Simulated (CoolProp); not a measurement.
Vapour-liquid equilibrium of hydrogen sulfide (1) + n-butane (2) at 949 kPa; x and y are mole fractions of (1).

Computed with CoolProp (multi-fluid Helmholtz-energy mixture model, Lemmon 2006 and Bücker 2006; pair parameters Kunz 2012).

```json
[
 {"x": "0.05", "bubble temperature (K)": "336.5", "y at the bubble point": "0.263", "dew temperature at overall composition x (K)": "347.8", "liquid density (mol/L)": "9.183"},
 {"x": "0.2", "bubble temperature (K)": "306.4", "y at the bubble point": "0.689", "dew temperature at overall composition x (K)": "340.0", "liquid density (mol/L)": "10.64"},
 {"x": "0.35", "bubble temperature (K)": "291.1", "y at the bubble point": "0.827", "dew temperature at overall composition x (K)": "331.5", "liquid density (mol/L)": "12.16"},
 {"x": "0.5", "bubble temperature (K)": "283.1", "y at the bubble point": "0.885", "dew temperature at overall composition x (K)": "321.7", "liquid density (mol/L)": "13.98"},
 {"x": "0.65", "bubble temperature (K)": "278.2", "y at the bubble point": "0.918", "dew temperature at overall composition x (K)": "310.0", "liquid density (mol/L)": "16.31"},
 {"x": "0.8", "bubble temperature (K)": "274.7", "y at the bubble point": "0.947", "dew temperature at overall composition x (K)": "294.5", "liquid density (mol/L)": "19.34"},
 {"x": "0.95", "bubble temperature (K)": "271.4", "y at the bubble point": "0.982", "dew temperature at overall composition x (K)": "274.3", "liquid density (mol/L)": "23.17"}
]
```

No azeotrope shows between x = 0.05 and 0.95.

Pair parameters are fitted to limited data, so mixtures are less certain than the pure fluids.
